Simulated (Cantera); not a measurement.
# Low-pressure radical oxidation in H2/O2

An isothermal, constant-pressure homogeneous reactor starts with 24.8 % H₂, 75.2 % O₂, equivalence ratio 0.17, at 1050 K and 390 Pa.

Cantera simulation using GRI-Mech 3.0 (53 species, 325 reactions); the numbers are that mechanism's predictions, not measurements. Radical loss at walls, strong at low pressure, is not modelled. The temperature is held fixed by assumption; the heat of reaction is taken as removed at once.

```tsv
t (s)	x H₂	x O₂	x H	x H₂O	x O	x H₂O₂	x HO₂
1.00e-5	0.248	0.752	1.93e-11	<1e-12	<1e-12	<1e-12	1.95e-11
7.17e-5	0.248	0.752	1.33e-10	3.72e-12	1.06e-11	<1e-12	1.40e-10
0.000514	0.248	0.752	1.25e-9	6.85e-10	4.30e-10	<1e-12	1.00e-9
0.00369	0.248	0.752	2.31e-6	3.33e-6	1.03e-6	2.16e-11	1.40e-8
0.0265	0.0103	0.646	0.0822	0.202	0.0538	7.80e-8	4.07e-6
0.190	0.00152	0.709	0.00348	0.277	0.00646	1.75e-7	4.15e-6
1.36	1.71e-5	0.717	4.15e-6	0.283	7.36e-5	5.94e-8	3.88e-7
9.76	7.36e-7	0.717	4.01e-8	0.283	3.34e-6	1.02e-8	2.40e-8
70.0	6.75e-8	0.717	1.16e-9	0.283	3.15e-7	1.74e-9	2.81e-9
```
x: mole fraction; the columns are a selection and need not sum to one.

Equilibrium at this temperature and pressure: H₂ 1.95e-9, O₂ 0.717, H 5.77e-12, H₂O 0.283, O 9.12e-9, H₂O₂ 7.76e-11, HO₂ 2.11e-9 (gas phase only).
